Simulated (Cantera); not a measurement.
## Equilibrium for aluminium and copper etching: Al + Br₂ + N₂

Feed: 1 mol Al, 0.43 mol Br₂, 17 mol N₂, held at 75.0 Torr.

Method: chemical equilibrium by Gibbs-energy minimisation in Cantera with the NASA 1993 tables (ideal gas, pure condensed phases). Candidate condensed phases: Al, AlBr₃, AlN, Br₂; 10 gas species. Kinetics and transport are ignored.

From 473 K to 748 K the condensed part is AlN(s). The main Al-bearing gas is Al₂Br₆ at 473 K and AlBr₃ at 748 K.

| T (K) | x N₂ | x AlBr₃ | x Al₂Br₆ | x Br | n AlN(s) |
|---|---|---|---|---|---|
| 473 | 0.991 | 0.000895 | 0.00809 | <1e-12 | 0.713 |
| 498 | 0.991 | 0.00179 | 0.00764 | <1e-12 | 0.713 |
| 523 | 0.990 | 0.00326 | 0.00689 | <1e-12 | 0.713 |
| 548 | 0.989 | 0.00540 | 0.00582 | <1e-12 | 0.713 |
| 573 | 0.987 | 0.00808 | 0.00446 | 3.56e-12 | 0.713 |
| 598 | 0.986 | 0.0109 | 0.00305 | 1.38e-11 | 0.713 |
| 623 | 0.985 | 0.0133 | 0.00185 | 4.69e-11 | 0.713 |
| 648 | 0.984 | 0.0149 | 0.00102 | 1.42e-10 | 0.713 |
| 673 | 0.984 | 0.0159 | 0.000541 | 3.90e-10 | 0.713 |
| 698 | 0.983 | 0.0164 | 0.000285 | 9.89e-10 | 0.713 |
| 723 | 0.983 | 0.0166 | 0.000154 | 2.34e-9 | 0.713 |
| 748 | 0.983 | 0.0168 | 8.52e-5 | 5.23e-9 | 0.713 |
x: gas mole fraction; n: condensed amount in mol.
